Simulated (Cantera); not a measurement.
Diamond growth

A diamond (100) surface in a fixed gas of H2 with x(CH4) = 0.027, x(H) = 0.037, x(CH3) = 0.0016, at 1275 K; coverages are run to steady state.

Detailed kinetics in Cantera: the Harris–Goodwin 1993 mechanism for the reconstructed diamond (100) surface.

| P (Pa) | growth (µm/h) | θ c6HH | θ c6H* | θ c6*H | θ c6** | θ c6HM |
|---|---|---|---|---|---|---|
| 1500 | 8.37 | 0.389 | 0.0466 | 0.518 | 0.0423 | 0.00163 |
| 2000 | 13.0 | 0.389 | 0.0466 | 0.518 | 0.0423 | 0.00205 |
| 2800 | 21.6 | 0.389 | 0.0466 | 0.517 | 0.0423 | 0.00262 |
| 3900 | 35.6 | 0.388 | 0.0466 | 0.516 | 0.0423 | 0.00326 |
| 5500 | 58.9 | 0.388 | 0.0467 | 0.515 | 0.0422 | 0.00399 |
| 7700 | 94.7 | 0.387 | 0.0468 | 0.515 | 0.0422 | 0.00473 |
| 11000 | 153 | 0.387 | 0.0470 | 0.514 | 0.0422 | 0.00549 |
| 15000 | 229 | 0.387 | 0.0472 | 0.513 | 0.0423 | 0.00610 |
θ: site fractions in the mechanism's names (c6HH fully hydrogenated, c6H* and c6*H radical sites, c6** diradical, c6HM methylated).
